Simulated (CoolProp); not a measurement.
Properties of CHF3 (R23) along the isobar 23000 kPa (Tc = 26.1 °C, pc = 4832 kPa, ω = 0.263).

Model: reference Helmholtz-energy equation of state, Penoncello 2003, in CoolProp.

```
T (°C)          phase  cp (kJ/(kg K))  Joule-Thomson coefficient (K/MPa)  viscosity (µPa s)  fugacity coefficient
------  -------------  --------------  ---------------------------------  -----------------  --------------------
-79.65         liquid      (withheld)                         (withheld)                358              0.009522
-64.35         liquid           1.204                            -0.3014                289               0.01977
-49.05         liquid           1.222                            -0.2675         (withheld)            (withheld)
-33.85         liquid           1.245                            -0.2244                201               0.05992
-18.55         liquid           1.273                         (withheld)                171               0.09177
-3.35          liquid           1.306                         (withheld)         (withheld)                0.1313
11.95          liquid           1.342                           -0.01379                128                0.1784
27.25   supercritical           1.380                            0.09462                111                0.2315
42.45   supercritical           1.419                             0.2275         (withheld)                0.2886
```

Task: Complete the blanks.

Result: 
- -79.65, cp (kJ/(kg K)): 1.190
- -79.65, Joule-Thomson coefficient (K/MPa): -0.3276
- -49.05, viscosity (µPa s): 239
- -49.05, fugacity coefficient: 0.03623
- -18.55, Joule-Thomson coefficient (K/MPa): -0.1695
- -3.35, Joule-Thomson coefficient (K/MPa): -0.1007
- -3.35, viscosity (µPa s): 148
- 42.45, viscosity (µPa s): 96.6

Viscosity comes from a separate model (Shan 2000).
